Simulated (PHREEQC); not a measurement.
Dissolve 0.028 mol NH4HS and 0.15 mol H2SO4 per kg of water at 65 °C. Closed to the air; pH follows from the charge balance.

The numbers come from PHREEQC with the ion-association model, wateq4f.dat.

No solid was allowed to form.

Problem. What pH does the model give?

Solution. pH 0.97.

Problem. In which forms is N present?

Solution. NH4+ 96 %, NH4SO4- 4.3 % of the N.

At this temperature some constants are extrapolated from 25 °C, and those without enthalpy data are left unchanged. The polysulfide entries of wateq4f.dat were taken out for this run.
